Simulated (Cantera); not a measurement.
A Cantera script and what it prints.

```python
import numpy as np
import cantera as ct

gas_names = [...]  # 95 gases of nasa_gas.yaml made of C, F, H
cond_names = """
    C(gr) C6H6(L) C7H8(L) C8H18(L),n-octa
""".split()


# ... load() reads the species with a 1 bar reference pressure and builds the phases ...
atoms = {
    'c-C4F8': {'C': 4, 'F': 8},
    'H2': {'H': 2},
}
top_T = {'C(gr)': 4500}  # K; cautious upper limits of use, not melting points


# ... equilibrate(T, P, feed) seeds the gas with the atoms and calls Mixture.equilibrate('TP', solver="vcs", rtol=1e-11, max_steps=5000) ...
results = []
feed = {'c-C4F8': 1, 'H2': 0.044}  # mol
T = 3173  # K
P = 133.322  # Pa
mix = equilibrate(T, P, feed)
results.append((T, P, feed, dict(zip(mix.species_names, mix.species_moles))))
x = sorted(zip(gas.X, gas.species_names), reverse=True)
print(f"T = {T:g} K  P = {P:g} Pa  gas = {mix.phase_moles(0):.4g} mol")
print("   x: " + "  ".join(f"{s} {v:.3e}" for v, s in x if v > 1e-06))
print("   condensed (mol): " + ("  ".join(f"{mix.phase(i).name} {mix.phase_moles(i):.4g}"
      for i in range(1, mix.n_phases) if mix.phase_moles(i) > 1e-12) or "none"))
```

Result:

```
T = 3173 K  P = 133.322 Pa  gas = 9.723 mol
   x: F 7.664e-01  C3 8.152e-02  C 7.094e-02  CF 4.897e-02  C2 2.175e-02  HF 5.812e-03  H 3.228e-03  CF2 8.320e-04  C5 3.801e-04  C4 1.735e-04  C2H 1.087e-05
   condensed (mol): none
```

Method: chemical equilibrium by Gibbs-energy minimisation in Cantera with the NASA 1993 tables (ideal gas, pure condensed phases). The feed counts by its element totals alone.
